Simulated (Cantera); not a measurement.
Input: 1 mol Nb, 0.6 mol H₂O, 5.9 mol H₂, at 35.0 Pa.

These are equilibrium values from Cantera (NASA tables, ideal gas, pure condensed phases), not measurements of a reactor. Candidate condensed phases: H₂O, Nb, NbO, NbO₂, Nb₂O₅; 12 gas species. Mutual solubility and eutectic melting of coexisting phases are not modelled. NbO: taken at fixed stoichiometry. Condensed phases not in the tables: N, O or C dissolved in the metal. Equilibrium is a limit: real reactors are often held back by kinetics, nucleation or transport.

x: gas mole fraction; n: condensed amount in mol.

| T (°C) | x H₂ | x H | x NbO | x NbO₂ | x H₂O | n Nb(s) | n NbO(s) |
|---|---|---|---|---|---|---|---|
| 1600 | 0.965 | 0.0339 | 4.02e-5 | 0.000127 | 0.000763 | 0.406 | 0.593 |
| 1700 | 0.928 | 0.0695 | 0.000276 | 0.000908 | 0.00123 | 0.414 | 0.578 |
| 1800 | 0.861 | 0.130 | 0.00156 | 0.00534 | 0.00181 | ? | 0.501 |
| 1900 | 0.742 | 0.222 | 0.00750 | 0.0264 | 0.00236 | 0.620 | 0.122 |
| 2000 | 0.606 | 0.350 | 0.0154 | 0.0276 | 0.00140 | 0.642 | 0 |
| 2100 | 0.453 | 0.502 | 0.0247 | 0.0197 | 0.000643 | ? | 0 |
| 2200 | 0.300 | 0.653 | 0.0340 | 0.0117 | 0.000246 | ? | 0 |
| 2300 | 0.178 | 0.775 | 0.0405 | 0.00566 | 7.79e-5 | ? | 0 |
| 2400 | 0.0975 | 0.855 | 0.0433 | 0.00241 | 2.18e-5 | ? | 0 |

Q: What belongs in the gaps?

A: 
- 1800, n Nb(s): 0.450
- 2100, n Nb(s): 0.590
- 2200, n Nb(s): 0.526
- 2300, n Nb(s): 0.466
- 2400, n Nb(s): 0.422
